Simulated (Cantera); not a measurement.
## Ignition delay

Mixture: H2 : O2 : N2 = 1 : 1.04 : 6.98 (molar parts), at 750 Torr, adiabatic and at constant pressure. Ignition delay is the time to a rise of 400 K.

Model: GRI-Mech 3.0 (53 species, 325 reactions), integrated in Cantera. Below about 950 K walls govern HO2 and H2O2 in real vessels. Where the delays flatten at high temperature, the 400 K rule measures the pace of heat release, not the induction time.

```tsv
T0 (K)	delay (ms)
923	121
1023	0.324
1123	0.134
1223	0.0853
1323	0.0680
1423	0.0632
1523	0.0650
1623	0.0713
1723	0.0809
1823	0.0934
```
